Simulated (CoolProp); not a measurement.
Vapour-liquid equilibrium of R1234yf (1) + R1234ze(E) (2) at 189 K; x and y are mole fractions of (1).

Computed with CoolProp (multi-fluid Helmholtz-energy mixture model, Lemmon 2022 and Thol 2016; pair parameters Bell 2022).

```json
[
 {"x": "0.05", "bubble pressure (kPa)": "1.877", "y at the bubble point": "0.115", "dew pressure at overall composition x (kPa)": "1.802", "liquid density (mol/L)": "12.79"},
 {"x": "0.125", "bubble pressure (kPa)": "2.060", "y at the bubble point": "0.256", "dew pressure at overall composition x (kPa)": "1.889", "liquid density (mol/L)": "12.76"},
 {"x": "0.2", "bubble pressure (kPa)": "2.235", "y at the bubble point": "0.370", "dew pressure at overall composition x (kPa)": "1.984", "liquid density (mol/L)": "12.72"},
 {"x": "0.275", "bubble pressure (kPa)": "2.402", "y at the bubble point": "0.466", "dew pressure at overall composition x (kPa)": "2.088", "liquid density (mol/L)": "12.69"},
 {"x": "0.35", "bubble pressure (kPa)": "2.565", "y at the bubble point": "0.549", "dew pressure at overall composition x (kPa)": "2.202", "liquid density (mol/L)": "12.65"},
 {"x": "0.425", "bubble pressure (kPa)": "2.724", "y at the bubble point": "0.623", "dew pressure at overall composition x (kPa)": "2.328", "liquid density (mol/L)": "12.62"},
 {"x": "0.5", "bubble pressure (kPa)": "2.882", "y at the bubble point": "0.688", "dew pressure at overall composition x (kPa)": "2.466", "liquid density (mol/L)": "12.58"},
 {"x": "0.575", "bubble pressure (kPa)": "3.038", "y at the bubble point": "0.747", "dew pressure at overall composition x (kPa)": "2.619", "liquid density (mol/L)": "12.54"},
 {"x": "0.65", "bubble pressure (kPa)": "3.195", "y at the bubble point": "0.801", "dew pressure at overall composition x (kPa)": "2.789", "liquid density (mol/L)": "12.51"},
 {"x": "0.725", "bubble pressure (kPa)": "3.351", "y at the bubble point": "0.850", "dew pressure at overall composition x (kPa)": "2.978", "liquid density (mol/L)": "12.47"},
 {"x": "0.8", "bubble pressure (kPa)": "3.508", "y at the bubble point": "0.896", "dew pressure at overall composition x (kPa)": "3.192", "liquid density (mol/L)": "12.43"},
 {"x": "0.875", "bubble pressure (kPa)": "3.666", "y at the bubble point": "0.938", "dew pressure at overall composition x (kPa)": "3.435", "liquid density (mol/L)": "12.40"},
 {"x": "0.95", "bubble pressure (kPa)": "3.824", "y at the bubble point": "0.976", "dew pressure at overall composition x (kPa)": "3.715", "liquid density (mol/L)": "12.36"}
]
```

No azeotrope shows between x = 0.05 and 0.95.

Pair parameters are fitted to limited data, so mixtures are less certain than the pure fluids.
